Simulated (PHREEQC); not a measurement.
Consider water at 25 °C with 61 mmol/kgw NaH2PO4 and 7.5 mmol/kgw Na2HPO4. It is in equilibrium with CO2 at log p = -1 (atm). Otherwise closed; pH follows from the charge balance.

Computed with PHREEQC (ion-association model, phreeqc.dat).

```json
{
  "pH": "5.87",
  "ionic_strength": "0.0814 mol/kgw",
  "specific_conductance": "5350 µS/cm",
  "density": "1.003 g/cm³",
  "total_alkalinity": "7.50 meq/kg"
}
```

| species | molality | activity | log γ |
|---|---|---|---|
| Na+ | 0.0756 | 0.0603 | -0.099 |
| H2PO4- | 0.0624 | 0.0500 | -0.097 |
| HPO4-2 | 0.00574 | 0.00230 | -0.396 |
| CO2 | 0.00334 | 0.00340 | 0.008 |
| HCO3- | 0.00140 | 0.00112 | -0.097 |
| NaHPO4- | 0.000338 | 0.000271 | -0.097 |
| NaHCO3 | 3.73e-5 | 3.80e-5 | 0.008 |
| H3PO4 | 9.72e-6 | 9.91e-6 | 0.008 |
| H+ | 1.61e-6 | 1.35e-6 | -0.079 |

This is a speciation only: nothing precipitates in the calculation.
